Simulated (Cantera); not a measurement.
A freely propagating, adiabatic, planar premixed flame of 56.1 % H2, 12.2 % O2, 31.7 % N2, unburnt at 500 K and 1000000 Pa; mixture-averaged transport, grid criteria slope 0.08 and curve 0.16, no radiation.

Model: the H2/O2 subset of GRI-Mech 3.0, which has no nitrogen chemistry, integrated in Cantera. The hydrogen kinetics of GRI-Mech 3.0 are dated; newer H2 mechanisms differ, most at raised pressure. Burning velocities carry a grid error of a few per cent, more on coarse grids.

x: mole fraction of selected species; z is measured from the peak of heat release.

```json
[
 {"z (mm)": "-0.0671", "T (K)": "500", "u (m/s)": "7.68", "x H2": "0.561", "x O2": "0.122", "x O": "<1e-8", "x HO2": "<1e-8", "x H2O2": "<1e-8", "x H2O": "<1e-8"},
 {"z (mm)": "-0.0447", "T (K)": "500", "u (m/s)": "7.68", "x H2": "0.561", "x O2": "0.122", "x O": "<1e-8", "x HO2": "<1e-8", "x H2O2": "<1e-8", "x H2O": "___"},
 {"z (mm)": "-0.0335", "T (K)": "500", "u (m/s)": "7.68", "x H2": "0.561", "x O2": "0.122", "x O": "<1e-8", "x HO2": "1.50e-7", "x H2O2": "<1e-8", "x H2O": "1.10e-6"},
 {"z (mm)": "-0.0224", "T (K)": "503", "u (m/s)": "7.71", "x H2": "0.560", "x O2": "0.122", "x O": "___", "x HO2": "___", "x H2O2": "___", "x H2O": "___"},
 {"z (mm)": "-0.0112", "T (K)": "598", "u (m/s)": "8.94", "x H2": "0.546", "x O2": "0.124", "x O": "1.27e-5", "x HO2": "0.000815", "x H2O2": "3.26e-5", "x H2O": "0.00362"},
 {"z (mm)": "-0.00559", "T (K)": "949", "u (m/s)": "13.6", "x H2": "0.505", "x O2": "0.114", "x O": "0.000241", "x HO2": "0.00133", "x H2O2": "0.000111", "x H2O": "0.0364"},
 {"z (mm)": "0", "T (K)": "1387", "u (m/s)": "19.4", "x H2": "0.441", "x O2": "0.0828", "x O": "0.00117", "x HO2": "0.000625", "x H2O2": "4.48e-5", "x H2O": "0.107"},
 {"z (mm)": "0.00559", "T (K)": "1694", "u (m/s)": "23.5", "x H2": "0.383", "x O2": "0.0435", "x O": "0.00163", "x HO2": "0.000291", "x H2O2": "6.68e-6", "x H2O": "0.183"},
 {"z (mm)": "0.0112", "T (K)": "1863", "u (m/s)": "25.8", "x H2": "0.350", "x O2": "0.0184", "x O": "0.00117", "x HO2": "0.000118", "x H2O2": "3.34e-6", "x H2O": "0.231"},
 {"z (mm)": "0.0224", "T (K)": "2008", "u (m/s)": "27.7", "x H2": "0.333", "x O2": "0.00312", "x O": "0.000507", "x HO2": "1.88e-5", "x H2O2": "1.19e-6", "x H2O": "0.261"},
 {"z (mm)": "0.0447", "T (K)": "2116", "u (m/s)": "29.0", "x H2": "0.337", "x O2": "0.000258", "x O": "0.000250", "x HO2": "1.70e-6", "x H2O2": "3.86e-7", "x H2O": "0.269"},
 {"z (mm)": "0.0895", "T (K)": "2203", "u (m/s)": "30.0", "x H2": "0.344", "x O2": "4.69e-5", "x O": "0.000118", "x HO2": "4.35e-7", "x H2O2": "1.78e-7", "x H2O": "0.272"},
 {"z (mm)": "0.179", "T (K)": "2267", "u (m/s)": "30.7", "x H2": "0.350", "x O2": "1.74e-5", "x O": "4.59e-5", "x HO2": "1.59e-7", "x H2O2": "8.14e-8", "x H2O": "0.275"}
]
```

Task: Some entries are withheld; supply them.

Result: 
- -0.0447, x H2O: 6.65e-8
- -0.0224, x O: 8.42e-8
- -0.0224, x HO2: 3.70e-6
- -0.0224, x H2O2: 1.36e-7
- -0.0224, x H2O: 2.16e-5
